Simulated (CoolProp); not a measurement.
The fluid at 298.15 K and 0.37 MPa (gas) is heated at constant pressure to 365.5 K. The same conditions are run with several fluids, on thermodynamics alone (safety and materials aside).

Computed with CoolProp (reference Helmholtz-energy equation of state of each fluid (R227EA: Lemmon 2016; R143a: Lemmon and Jacobsen 2000; R507A: Lemmon 2003; R115: Lemmon 2016; R13: Platzer 1990)). The equations of Platzer and Polt are older, rougher fits. Blends and air are pseudo-pure fits.

| fluid | heat (kJ/kg) | final density (kg/m³) |
|---|---|---|
| R227EA | 60.1 | 21.8 |
| R143a | 69.9 | 10.6 |
| R507A | 64.1 | 12.4 |
| R115 | 52.4 | 19.5 |
| R13 | 46.6 | 12.9 |
